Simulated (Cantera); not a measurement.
A perfectly stirred reactor is fed with CH4 : O2 : N2 : H2O = 1 : 3.51 : 13.2 : 1.2 (molar parts), equivalence ratio 0.57, at 0.200 bar; it is adiabatic with a 800 K inlet, and is followed from long to short residence time, starting on the burning branch (τ in s: 0.066, 0.024, 0.0085, 0.0031, 0.0011, 0.00039, 0.00014, 5.1e-05, 1.8e-05, 6.5e-06).

Cantera simulation using GRI-Mech 3.0 (53 species, 325 reactions); the numbers are that mechanism's predictions, not measurements.

Question: What does this change do: inlet temperature 800 to 725 K?

Answer: 
```
quantity                                                                        before                                 after
------------------------------------------------  ------------------------------------  ------------------------------------
blow-out, bracketed by the residence times tried  burning at 0.390 ms, out at 0.140 ms  burning at 0.390 ms, out at 0.140 ms
x(CH4) at τ = 66.0 ms                                                          1.32e-5                               1.57e-5
x(O2) at τ = 66.0 ms                                                            0.0794                                0.0794
x(H2O) at τ = 66.0 ms                                                            0.165                                 0.165
x(CH3) at τ = 66.0 ms                                                          3.23e-6                               3.49e-6
x(H2) at τ = 66.0 ms                                                           0.00120                               0.00110
x(CH4) at τ = 0.390 ms                                                         0.00123                               0.00177
x(O2) at τ = 0.390 ms                                                           0.0926                                0.0956
x(H2O) at τ = 0.390 ms                                                           0.149                                 0.149
x(CH3) at τ = 0.390 ms                                                        0.000147                              0.000182
x(H2) at τ = 0.390 ms                                                          0.00736                               0.00727
```
